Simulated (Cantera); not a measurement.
What does this Cantera script print?

```python
import numpy as np
import cantera as ct

gas_names = """
    Fe H H2 H2S N NH NH2 NH3 N2 N2H2 N2H4 S SH SN S2 S8
""".split()
cond_names = """
    Fe(a) Fe(c) Fe(d) Fe(L) FeS(a) FeS(b) FeS(c) FeS(L) FeS2(s) S(cr1) S(cr2) S(L)
""".split()


# ... load() reads the species with a 1 bar reference pressure and builds the phases ...
atoms = {
    'FeS2': {'Fe': 1, 'S': 2},
    'H2': {'H': 2},
    'N2': {'N': 2},
}
top_T = {'FeS2(s)': 1010}  # K; cautious upper limits of use, not melting points


# ... equilibrate(T, P, feed) seeds the gas with the atoms and calls Mixture.equilibrate('TP', solver="vcs", rtol=1e-11, max_steps=5000) ...
results = []
feed = {'FeS2': 1, 'H2': 3.7, 'N2': 1.7}  # mol
P = 133.322  # Pa
for T in [948, 1048, 1148, 1248, 1348, 1448, 1548, 1648, 1748, 1848, 1948]:
    mix = equilibrate(T, P, feed)
    results.append((T, P, feed, dict(zip(mix.species_names, mix.species_moles))))

top = {s: max(r[3][s] / sum(r[3][g] for g in gas_names) for r in results) for s in gas_names}
cols = sorted((s for s in top if top[s] > 1e-06), key=lambda s: -top[s])[:8]
seen = [c for c in cond_names if any(r[3].get(c, 0) > 1e-12 for r in results)]
print("log10 of partial pressures in bar; condensed amounts in mol")
print(f"{'T/K':>10s}" + "".join(f"{s[:9]:>10s}" for s in cols + seen))
for T, P, feed, n in results:
    ng = sum(n[g] for g in gas_names)
    print(f"{T:10.4g}" + "".join(f"{np.log10(max(n[s] / ng * P / 1e5, 1e-99)):10.3f}" for s in cols)
          + "".join(f"{n.get(c, 0):10.4g}" for c in seen))
```

Output:

```
log10 of partial pressures in bar; condensed amounts in mol
       T/K        H2        N2       H2S        S2        Fe         H         S        SH     Fe(d)     Fe(L)    FeS(c)    FeS(L)
       948    -3.174    -3.378    -3.616    -5.664   -17.703   -10.867   -11.611    -7.719         0         0         1         0
      1048    -3.162    -3.382    -3.667    -4.844   -15.149    -9.693   -10.065    -6.911         0         0         1         0
      1148    -3.138    -3.391    -3.805    -4.387   -12.938    -8.714    -8.898    -6.347         0         0         1         0
      1248    -3.115    -3.400    -4.004    -4.173   -11.004    -7.888    -8.002    -5.957         0         0         1         0
      1348    -3.100    -3.406    -4.221    -4.074    -9.323    -7.186    -7.279    -5.669         0         0         1         0
      1448    -3.092    -3.410    -4.432    -4.026    -7.862    -6.582    -6.675    -5.443         0         0    0.9999         0
      1548    -3.088    -3.412    -4.628    -4.004    -6.649    -6.056    -6.158    -5.256         0         0         0     0.999
      1648    -3.088    -3.415    -4.808    -3.993    -5.593    -5.594    -5.708    -5.099         0         0         0    0.9887
      1748    -3.131    -3.455    -4.880    -3.723    -4.869    -5.207    -5.178    -4.851    0.9345         0         0         0
      1848    -3.150    -3.473    -5.060    -3.751    -4.244    -4.851    -4.841    -4.755         0    0.7119         0         0
      1948    -3.204    -3.522    -5.281    -3.822    -3.753    -4.549    -4.560    -4.710         0         0         0         0
```

Equilibrium computed with Cantera from the NASA thermochemical tables; the gas is ideal and each condensed phase is pure. FeS: taken at fixed stoichiometry. Gases not in the tables: S3 to S7.
